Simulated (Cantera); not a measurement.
Input (Python, Cantera):

```python
import numpy as np
import cantera as ct

gas = ct.Solution("h2o2.yaml")
gas.TPX = 675, 30000, {'H2': 1, 'O2': 0.294, 'N2': 1.11}
flame = ct.FreeFlame(gas, width=0.093)
flame.set_refine_criteria(ratio=3, slope=0.08, curve=0.16)
flame.transport_model = "mixture-averaged"
flame.solve(loglevel=0, auto=True)
z, T = flame.grid, flame.T
thick = (T[-1] - T[0]) / np.gradient(T, z).max()
show = ['H2', 'O2', 'O', 'OH', 'HO2', 'H2O']
print(f"laminar burning velocity  {flame.velocity[0] * 100:.3f} cm/s")
print(f"burnt temperature         {T[-1]:.1f} K")
print(f"thermal thickness         {thick * 1e3:.4f} mm")
print(f"grid points               {len(z)}")
z0 = z[flame.heat_release_rate.argmax()]
print(f"{'z/mm':>9s}{'T/K':>9s}{'u/(m/s)':>9s}" + "".join(f"{s:>11s}" for s in show))
rows = []
for k in (-3, -2, -1.5, -1, -0.5, -0.25, 0, 0.25, 0.5, 1, 2, 4, 8):
    zz = z0 + k * thick
    rows.append([k * thick, np.interp(zz, z, T), np.interp(zz, z, flame.velocity),
                 *(np.interp(zz, z, flame.X[gas.species_index(s)]) for s in show)])
    print(f"{rows[-1][0] * 1e3:9.3f}{rows[-1][1]:9.1f}{rows[-1][2]:9.3f}" + "".join(f"{x:11.3e}" for x in rows[-1][3:]))
```

Result:

```
laminar burning velocity  980.434 cm/s
burnt temperature         2407.8 K
thermal thickness         2.3003 mm
grid points               142
     z/mm      T/K  u/(m/s)         H2         O2          O         OH        HO2        H2O
   -6.901    675.0    9.804  4.160e-01  1.223e-01  1.142e-15  1.110e-16  9.293e-12  2.440e-13
   -4.601    675.0    9.804  4.160e-01  1.223e-01  5.290e-13  5.447e-14  1.459e-10  7.134e-12
   -3.450    675.0    9.804  4.160e-01  1.223e-01  3.217e-11  3.575e-12  5.108e-09  2.427e-10
   -2.300    675.0    9.804  4.160e-01  1.223e-01  7.480e-09  1.271e-09  7.320e-07  6.185e-08
   -1.150    683.4    9.915  4.144e-01  1.221e-01  1.114e-05  2.829e-05  7.004e-05  5.339e-04
   -0.575    804.0   11.542  3.900e-01  1.179e-01  3.711e-04  3.378e-04  5.160e-05  1.231e-02
    0.000   1178.5   16.486  2.506e-01  6.975e-02  5.803e-03  2.998e-03  2.225e-05  1.114e-01
    0.575   1448.5   20.022  1.428e-01  1.172e-02  6.586e-03  6.075e-03  3.700e-06  2.222e-01
    1.150   1555.6   21.348  1.363e-01  4.990e-03  5.610e-03  7.271e-03  1.457e-06  2.367e-01
    2.300   1679.3   22.843  1.439e-01  3.810e-03  5.066e-03  8.579e-03  9.919e-07  2.405e-01
    4.601   1819.8   24.492  1.531e-01  2.971e-03  4.205e-03  9.601e-03  7.010e-07  2.448e-01
    9.201   1966.2   26.158  1.620e-01  2.078e-03  3.095e-03  9.913e-03  4.689e-07  2.504e-01
   18.402   2104.7   27.689  1.698e-01  1.287e-03  1.989e-03  9.269e-03  3.036e-07  2.568e-01
```

Cantera simulation using the H2/O2 subset of GRI-Mech 3.0, which has no nitrogen chemistry; the numbers are that mechanism's predictions, not measurements. Burning velocities carry a grid error of a few per cent, more on coarse grids.
